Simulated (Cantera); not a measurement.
Charge: 1 mol toluene, 0.046 mol O2, 1 mol H2, held at 1550 °C.

Method: chemical equilibrium by Gibbs-energy minimisation in Cantera with the NASA 1993 tables (ideal gas, pure condensed phases). Candidate condensed phases: C, C6H6, C7H8, C8H18, H2O; 110 gas species. Rates play no part.

Problem. At 56000 Pa, list the 5 most abundant gas species with their mole fractions, and the condensed phases.

Solution. H2 0.981, CO 0.0181, H 0.000574, CH4 0.000384, C2H2 (acetylene) 0.000208. Condensed: C(graphite).
